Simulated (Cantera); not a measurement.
A closed system holds: 1 mol HCl, 2.5 mol O2, equilibrated at 2225 K and 13300 Pa.

Method: chemical equilibrium by Gibbs-energy minimisation in Cantera with the NASA 1993 tables (ideal gas, pure condensed phases). Candidate condensed phases: H2O; 14 gas species. Equilibrium is a limit: real reactors are often held back by kinetics, nucleation or transport.

Base state: O2 0.652, HCl 0.152, Cl 0.122, H2O 0.0569, OH 0.00912, O 0.00700, Cl2 0.000771, ClO 0.000465 (mole fractions); condensed: gas only.

What changes in the equilibrium state with this change: temperature from 2225 K to 2400 K?


| species | before | after |
|---|---|---|
| O2 | 0.652 | 0.629 |
| Cl | 0.122 | 0.143 |
| HCl | 0.152 | 0.127 |
| O | 0.00700 | 0.0188 |
| OH | 0.00912 | 0.0179 |
| H2O | 0.0569 | 0.0617 |
| H | 0.000284 | 0.00121 |
| H2 | 0.000257 | 0.000766 |
| Cl2 | 0.000771 | 0.000388 |
| HO2 | 6.86e-6 | 1.18e-5 |
| HOCl | 2.16e-5 | 1.89e-5 |
